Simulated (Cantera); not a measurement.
A closed system holds: 1 mol CCl₄, a varied amount of F₂, held at 2775 K and 75.0 Torr.

Method: chemical equilibrium by Gibbs-energy minimisation in Cantera with the NASA 1993 tables (ideal gas, pure condensed phases). Candidate condensed phases: C; 27 gas species. The tables' values for CCl are old estimates; treat these amounts as uncertain. Gases not in the tables: C₂F₆ and larger saturated fluorocarbons. The numbers say what is thermodynamically allowed, not how fast it happens.

x: gas mole fraction; n: condensed amount in mol.

| n(F₂) (mol) | x Cl | x F | x CF₂ | x CF | x Cl₂ | x CF₃ | n C(graphite) |
|---|---|---|---|---|---|---|---|
| 0.04 | 0.978 | 0.0172 | 0.000591 | 0.00120 | 0.00241 | 4.98e-7 | 0.989 |
| 0.071 | 0.965 | 0.0289 | 0.00167 | 0.00201 | 0.00234 | 2.37e-6 | 0.981 |
| 0.13 | 0.941 | 0.0485 | 0.00469 | 0.00337 | 0.00223 | 1.11e-5 | 0.962 |
| 0.23 | 0.905 | [?] | [?] | [?] | [?] | [?] | 0.922 |
| 0.41 | 0.849 | [?] | [?] | [?] | [?] | [?] | [?] |
| 0.74 | 0.768 | 0.164 | 0.0536 | 0.0114 | 0.00148 | 0.000431 | 0.654 |
| 1.3 | 0.665 | 0.220 | 0.0962 | 0.0153 | 0.00111 | 0.00103 | 0.316 |

Fill in the missing entries.


- 0.41, x F: 0.114
- 0.41, x CF₂: 0.0260
- 0.41, x CF: 0.00793
- 0.41, x Cl₂: 0.00181
- 0.41, x CF₃: 0.000145
- 0.41, n C(graphite): 0.836
- 0.23, x F: 0.0758
- 0.23, x CF₂: 0.0115
- 0.23, x CF: 0.00528
- 0.23, x Cl₂: 0.00206
- 0.23, x CF₃: 4.26e-5
